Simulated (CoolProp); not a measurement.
1,2-dichloroethane along the isobar 23900 kPa: fugacity coefficient from the reference equation and from simpler models built on Tc = 561.6 K, pc = 5226 kPa, ω = 0.269; each cubic takes its own stable root.

Computed with CoolProp (reference Helmholtz-energy equation of state, Thol 2015).

| T (K) | phase | reference | van der Waals | Redlich-Kwong | Soave-Redlich-Kwong | Peng-Robinson |
|---|---|---|---|---|---|---|
| 356.1 | liquid | ? | 0.07099 | 0.01647 | 0.008618 | ? |
| 369.2 | liquid | 0.01156 | 0.08250 | 0.02248 | 0.01255 | ? |
| 382.3 | liquid | 0.01623 | 0.09484 | 0.02983 | 0.01769 | 0.01625 |
| 395.4 | liquid | 0.02215 | 0.1080 | 0.03860 | 0.02423 | 0.02219 |
| 408.5 | liquid | 0.02947 | 0.1218 | 0.04885 | 0.03236 | 0.02955 |
| 421.6 | liquid | 0.03832 | 0.1364 | ? | 0.04221 | 0.03847 |
| 434.7 | liquid | 0.04881 | 0.1516 | 0.07385 | 0.05392 | 0.04906 |
| 447.8 | liquid | 0.06100 | 0.1673 | 0.08857 | 0.06758 | 0.06142 |
| 460.9 | liquid | 0.07496 | 0.1836 | 0.1047 | ? | 0.07559 |
| 474 | liquid | 0.09069 | ? | 0.1222 | 0.1009 | 0.09160 |
| 487.1 | liquid | 0.1082 | 0.2174 | ? | 0.1206 | 0.1094 |

Question: Complete the blanks.

Answer: 
- 356.1, reference: 0.007970
- 356.1, Peng-Robinson: 0.007987
- 369.2, Peng-Robinson: 0.01157
- 421.6, Redlich-Kwong: 0.06060
- 460.9, Soave-Redlich-Kwong: 0.08323
- 474, van der Waals: 0.2003
- 487.1, Redlich-Kwong: 0.1409
